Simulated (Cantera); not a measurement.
An isothermal, constant-pressure homogeneous reactor starts with C3H8 : H2 = 1 : 5.1 (molar parts), at 1848 K and 0.730 atm.

Cantera simulation using GRI-Mech 3.0 (53 species, 325 reactions); the numbers are that mechanism's predictions, not measurements. GRI-Mech 3.0 was tuned for natural gas; its chemistry of propane as a main component is partial and can be far from experiment. GRI-Mech 3.0 stops at C3 and has no aromatics, soot or wall deposition, so with more carbon than oxygen in the feed, carbon stays in small species such as C2H2 where larger ones or solid carbon would form.

x: mole fraction; the columns are a selection and need not sum to one.

```
t (s)         x C3H8   x H2    x CH4  x C2H2    x C2H    x CH2   x C2H4
--------  ----------  -----  -------  ------  -------  -------  -------
0.000200  (withheld)  0.744    0.131   0.107  6.47e-7  8.00e-7   0.0160
0.000592  (withheld)  0.753    0.121   0.121  7.93e-7  8.47e-7  0.00293
0.00175   (withheld)  0.767    0.100   0.129  8.59e-7  7.43e-7  0.00209
0.00518   (withheld)  0.790   0.0662   0.141  9.62e-7  5.43e-7  0.00176
0.0153    (withheld)  0.812   0.0330   0.152  1.07e-6  3.09e-7  0.00163
0.0453      5.35e-10  0.825   0.0146   0.158  1.14e-6  1.52e-7  0.00164
0.134       2.87e-10  0.828  0.00940   0.160  1.16e-6  1.02e-7  0.00165
0.397       2.76e-10  0.828  0.00911   0.160  1.17e-6  9.93e-8  0.00165
1.17        2.76e-10  0.828  0.00911   0.160  1.17e-6  9.93e-8  0.00165
3.47        2.76e-10  0.828  0.00911   0.160  1.17e-6  9.93e-8  0.00165
10.3        2.76e-10  0.828  0.00911   0.160  1.17e-6  9.93e-8  0.00165
30.4        2.76e-10  0.828  0.00911   0.160  1.17e-6  9.93e-8  0.00165
90.0        2.76e-10  0.828  0.00911   0.160  1.17e-6  9.93e-8  0.00165
```

Problem. Some entries are withheld; supply them.

Solution. 
- 0.000200, x C3H8: 1.04e-7
- 0.000592, x C3H8: 7.85e-8
- 0.00175, x C3H8: 4.65e-8
- 0.00518, x C3H8: 1.50e-8
- 0.0153, x C3H8: 2.59e-9
